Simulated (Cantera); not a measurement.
A freely propagating, adiabatic, planar premixed flame of 12.0 % CH4, 18.5 % O2, 69.5 % N2, equivalence ratio 1.3, unburnt at 575 K and 0.133 bar; mixture-averaged transport, grid criteria slope 0.08 and curve 0.16, no radiation.

Cantera simulation using GRI-Mech 3.0 (53 species, 325 reactions); the numbers are that mechanism's predictions, not measurements. Burning velocities carry a grid error of a few per cent, more on coarse grids.

**Question.** Predict: laminar burning velocity; thermal thickness; peak x(CH2CO); peak x(OH); peak x(CH2).

**Answer.** 
```json
{
  "laminar_burning_velocity": "140 cm/s",
  "thermal_thickness": "2.18 mm",
  "peak x(CH2CO)": "0.000197",
  "peak x(OH)": "0.00708",
  "peak x(CH2)": "0.000111"
}
```
